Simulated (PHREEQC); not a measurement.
Make-up at 25 °C: 0.0012 mol Al2(SO4)3, 0.0022 mol ZnCl2 and 0.047 mol NaCl per kg of water. Closed to the air; pH follows from the charge balance.

The numbers come from PHREEQC with the ion-association model, phreeqc.dat.

### Question
The ionic strength comes out as 0.0638 mol/kgw. What activity coefficients do Na+, H+, Al(SO4)2-, Al(OH)2+, Al+3 get?

### Answer
Na+ 0.81, H+ 0.84, Al(SO4)2- 0.81, Al(OH)2+ 0.81, Al+3 0.22.

Precipitation was switched off in this run. The solution is supersaturated, for example in Gibbsite (slow to form), so a real one may precipitate; this is no full list. Species that the database lacks are ignored.
